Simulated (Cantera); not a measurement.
## Hydrocarbon pyrolysis for carbon deposition

An isothermal, constant-pressure homogeneous reactor starts with 2.86 % C₂H₄, 97.1 % H₂, at 1575 K and 21.8 Torr.

Model: GRI-Mech 3.0 (53 species, 325 reactions), integrated in Cantera. GRI-Mech 3.0 was tuned for natural gas; its chemistry of ethylene as a main component is partial and can be far from experiment. GRI-Mech 3.0 stops at C3 and has no aromatics, soot or wall deposition, so with more carbon than oxygen in the feed, carbon stays in small species such as C2H2 where larger ones or solid carbon would form. Radical loss at walls, strong at low pressure, is not modelled.

```
t (s)       x C₂H₄   x H₂     x CH₃     x CH₂    x C₂H₆
--------  --------  -----  --------  --------  --------
0.000200    0.0285  0.971  1.56e-11    <1e-12  7.61e-10
0.000719    0.0284  0.971  7.27e-11  2.08e-12   3.11e-9
0.00258     0.0281  0.971  3.27e-10  7.80e-12   1.36e-8
0.00928     0.0267  0.971   1.49e-9  2.82e-11   6.05e-8
0.0334      0.0215  0.972   5.84e-9  8.74e-11   2.00e-7
0.120      0.00719  0.972   1.82e-8  7.83e-11   1.66e-7
0.431     0.000114  0.972   8.69e-8  1.51e-11   6.26e-9
1.55      0.000107  0.972   2.60e-7  6.72e-11   7.50e-9
5.57      0.000107  0.972   6.81e-7  1.63e-10   7.54e-9
20.0      0.000107  0.972   2.14e-6  4.95e-10   7.88e-9
```
x: mole fraction; the columns are a selection and need not sum to one.

Equilibrium at this temperature and pressure: C₂H₄ 0.000104, H₂ 0.971, CH₃ 9.02e-6, CH₂ 2.04e-9, C₂H₆ 1.47e-8 (gas phase only).
